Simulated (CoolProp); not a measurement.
Vapour-liquid equilibrium of R13 (1) + isobutane (2) at 278.9 K; x and y are mole fractions of (1).

The numbers come from the multi-fluid Helmholtz-energy mixture model, Platzer 1990 and Bücker 2006; pair parameters Bell 2016 in CoolProp. This equation is an older, rougher fit; its heat capacities, sound speeds and derivatives of the liquid may be far off and weren't checked against measurements.

**Question.** Give the bubble pressure and the first vapour's composition at x = 0.05, 0.25, 0.65. Is there an azeotrope?

**Answer.** x = 0.05: 332.2 kPa, y = 0.425; x = 0.25: 812.9 kPa, y = 0.778; x = 0.65: 1539 kPa, y = 0.912. No azeotrope shows between x = 0.05 and 0.95.

Pair parameters are fitted to limited data, so mixtures are less certain than the pure fluids. The gap from Raoult's law changes sign with composition, which may be real or a fault of the pair parameters; it wasn't checked against measurements.
